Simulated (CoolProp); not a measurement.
A single-stage vapour-compression cycle with the fluid: evaporating at 328.15 K (dew point), condensing at 360.15 K (bubble point), superheat 2 K, subcooling 0 K, compressor efficiency 0.7, no pressure losses. The same conditions are run with several fluids, on thermodynamics alone (safety and materials aside).

Model: reference Helmholtz-energy equation of state of each fluid (carbonyl sulfide: Lemmon 2006; R152A: Outcalt 1996; R1233zd(E): Akasaka 2022; n-pentane: Thol 2019; R1336mzz(E): Akasaka 2023; R245fa: Akasaka 2015), in CoolProp.

Rank carbonyl sulfide, R152A, R1233zd(E), n-pentane, R1336mzz(E), R245fa by cooling COP, highest first.

n-pentane (6.09), R1233zd(E) (6.02), R245fa (5.85), R1336mzz(E) (5.39), R152A (5.34), carbonyl sulfide (4.99)

```tsv
fluid	pressure ratio	discharge temperature (K)	refrigerating effect (kJ/kg)	volumetric capacity (kJ/m³)
carbonyl sulfide	1.83	387.8	152	11300
R152A	2.03	374.8	172	7150
R1233zd(E)	2.29	364.0	135	2410
n-pentane	2.36	360.1	264	1380
R1336mzz(E)	2.26	360.2	85.2	2970
R245fa	2.34	361.9	128	2800
```

The compression ends wet for: n-pentane; R1336mzz(E).
